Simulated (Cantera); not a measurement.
Thermodynamics of carbon deposition, reforming and gasification, feed C2H5OH + CO2 + H2

Input: 1 mol C2H5OH, 5.4 mol CO2, 1.9 mol H2, held at 35.0 Pa.

Equilibrium computed with Cantera from the NASA thermochemical tables; the gas is ideal and each condensed phase is pure. Candidate condensed phases: C, C6H6, C7H8, C8H18, H2O; 131 gas species. Ions and electrons are included (thermal ionisation). Kinetics and transport are ignored.

| T (K) | x CO | x H | x O | x H2O | x H2 | x C | x CO2 | x OH | x O2 |
|---|---|---|---|---|---|---|---|---|---|
| 2000 | 0.457 | 0.0347 | 0.000734 | 0.212 | 0.159 | <1e-12 | 0.133 | 0.00461 | 0.000421 |
| 2500 | 0.383 | 0.333 | 0.113 | 0.0282 | 0.0614 | 3.37e-12 | 0.0284 | 0.0317 | 0.0214 |
| 3000 | 0.344 | 0.449 | 0.200 | 3.91e-5 | 0.00283 | 1.11e-8 | 0.000642 | 0.00206 | 0.00109 |
| 3500 | 0.343 | 0.453 | 0.203 | 1.57e-7 | 0.000206 | 5.84e-6 | 3.15e-5 | 0.000159 | 5.96e-5 |
| 4000 | 0.342 | 0.453 | 0.204 | 2.43e-9 | 2.83e-5 | 0.000655 | 3.29e-6 | 2.27e-5 | 6.59e-6 |
| 4500 | 0.313 | 0.444 | 0.221 | 9.74e-11 | 5.76e-6 | 0.0220 | 5.66e-7 | 5.25e-6 | 1.39e-6 |
| 5000 | 0.150 | 0.388 | 0.317 | 7.90e-12 | 1.28e-6 | 0.142 | 9.64e-8 | 1.94e-6 | 7.19e-7 |
x: gas mole fraction; nothing condenses.

From 2000 K to 5000 K nothing is condensed. The main C-bearing gas is CO throughout.
